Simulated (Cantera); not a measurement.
Input (Python, Cantera) and output of one run.

```python
import numpy as np
import cantera as ct

gas_names = [...]  # 123 gases of nasa_gas.yaml made of C, H, O, Si
cond_names = """
    C(gr) C6H6(L) C7H8(L) C8H18(L),n-octa H2O(s) H2O(L) Si(cr) Si(L) SiC(b) SiO2(Lqz) SiO2(hqz) SiO2(L)
""".split()


# ... load() reads the species with a 1 bar reference pressure and builds the phases ...
atoms = {
    'Si': {'Si': 1},
    'CO2': {'C': 1, 'O': 2},
    'H2': {'H': 2},
}
top_T = {'C(gr)': 4500, 'SiC(b)': 3050}  # K; cautious upper limits of use, not melting points


# ... equilibrate(T, P, feed) seeds the gas with the atoms and calls Mixture.equilibrate('TP', solver="vcs", rtol=1e-11, max_steps=5000) ...
results = []
feed = {'Si': 1, 'CO2': 1.5, 'H2': 64}  # mol
T = 1973  # K
P = 13332.2  # Pa
mix = equilibrate(T, P, feed)
results.append((T, P, feed, dict(zip(mix.species_names, mix.species_moles))))
print(gas.report(threshold=0.0001))
for i in range(1, mix.n_phases):
    print(f"{mix.phase(i).name:16s} {mix.phase_moles(i):12.5e} mol")
```

Output:

```
       temperature   1973 K
          pressure   13332 Pa
           density   0.0027219 kg/m^3
  mean mol. weight   3.3492 kg/kmol
   phase of matter   gas

                          1 kg             1 kmol
                     ---------------   ---------------
          enthalpy        1.4126e+07        4.7311e+07  J
   internal energy        9.2282e+06        3.0907e+07  J
           entropy             62764        2.1021e+05  J/K
    Gibbs function       -1.0971e+08       -3.6743e+08  J
 heat capacity c_p             10236             34283  J/K
 heat capacity c_v            7753.7             25968  J/K

                      mass frac. Y      mole frac. X     chem. pot. / RT
                     ---------------   ---------------   ---------------
                CO           0.18798          0.022476           -40.205
                 H         0.0010848         0.0036044           -10.751
                H2           0.57269            0.9514           -21.502
               H2O          0.040142         0.0074629           -49.066
               SiO           0.19757           0.01501           -41.945
     [ +118 minor]        0.00053816        4.2489e-05

C(gr)             0.00000e+00 mol
Si(L)             0.00000e+00 mol
SiC(b)            0.00000e+00 mol
SiO2(L)           0.00000e+00 mol
```

Equilibrium computed with Cantera from the NASA thermochemical tables; the gas is ideal and each condensed phase is pure.
